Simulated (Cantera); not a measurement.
Charge: 1 mol Si3N4, 0.0033 mol O2, 1.9 mol N2, 0.34 mol H2O, held at 3.50 mbar.

Cantera equilibrium calculation (NASA polynomials, part measured and part estimated; ideal gas, pure solids and liquids). Candidate condensed phases: H2O, Si, SiO2, Si2N2O, Si3N4; 35 gas species. The tables' values for SiN are old estimates; treat these amounts as uncertain. Rates play no part. All values below are at 1850 K.

Base state: N2 0.848, SiO 0.0753, H2 0.0727, H 0.00245, Si 0.00184, Si2N 5.86e-5, SiN 3.85e-5, SiH 2.91e-5 (mole fractions); condensed: Si(l).

What changes in the equilibrium state with this change: Si3N4 replaced by SiC?


```
species       before     after
-----------  -------  --------
N2             0.848     0.733
H2            0.0727     0.129
CO                 0    0.0671
SiO           0.0753    0.0666
HCN                0  0.000192
Si2N         5.86e-5   7.66e-6
Si2          1.29e-5   1.81e-6
Si(l), mol      2.64         0
SiC(s), mol        0     0.825
```
Further candidate phases: C, C6H6, C7H8, C8H18, SiC.
